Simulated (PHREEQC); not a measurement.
Solution (4.8 °C): 0.11 mol/kgw H2SO4, 0.00053 mol/kgw Al2(SO4)3 and 0.00024 mol/kgw MgSO4. Closed to the air; pH follows from the charge balance.

The numbers come from PHREEQC with the ion-association model, phreeqc.dat.

Question: The ionic strength comes out as 0.166 mol/kgw. What activity coefficients do Al(SO4)2-, Al+3, SO4-2, Mg+2, AlSO4+ get?

Answer: Al(SO4)2- 0.75, Al+3 0.15, SO4-2 0.32, Mg+2 0.37, AlSO4+ 0.75.

Precipitation was switched off in this run. Away from 25 °C the constants follow the database's enthalpies or fits; those with neither stay at their 25 °C values.
